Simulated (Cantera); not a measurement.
A closed system holds: 1 mol CF4, 0.12 mol CH4, at 1.00 Torr.

These are equilibrium values from Cantera (NASA tables, ideal gas, pure condensed phases), not measurements of a reactor. Candidate condensed phases: C, C6H6, C7H8, C8H18; 95 gas species. Gases not in the tables: C2F6 and larger saturated fluorocarbons. Equilibrium is a limit: real reactors are often held back by kinetics, nucleation or transport. All values below are at 1850 K.

Base state: CF4 0.572, HF 0.334, CF2 0.0601, F 0.0300, CF3 0.00334, CF 6.24e-5 (mole fractions); condensed: C(graphite).

### Question
What changes in the equilibrium state with this change: pressure from 1.00 Torr to 0.345 Torr?

### Answer
| species | before | after |
|---|---|---|
| CF4 | 0.572 | 0.516 |
| HF | 0.334 | 0.318 |
| CF2 | 0.0601 | 0.0972 |
| F | 0.0300 | 0.0650 |
| CF | 6.24e-5 | 0.000135 |
| CF3 | 0.00334 | 0.00402 |
| C(graphite), mol | 0.206 | 0.190 |
